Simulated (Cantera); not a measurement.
A closed system holds: 1 mol SiH₂Cl₂, 4.9 mol NH₃, 46 mol N₂, held at 17.0 Pa.

Equilibrium computed with Cantera from the NASA thermochemical tables; the gas is ideal and each condensed phase is pure. Candidate condensed phases: NH₄Cl, Si, Si₃N₄; 28 gas species. Equilibrium is a limit: real reactors are often held back by kinetics, nucleation or transport.

Task: At 1175 K, list the 4 most abundant gas species with their mole fractions, and the condensed phases.

Result: N₂ 0.836, H₂ 0.129, HCl 0.0349, SiCl₂ 4.36e-5. Condensed: Si₃N₄(s).
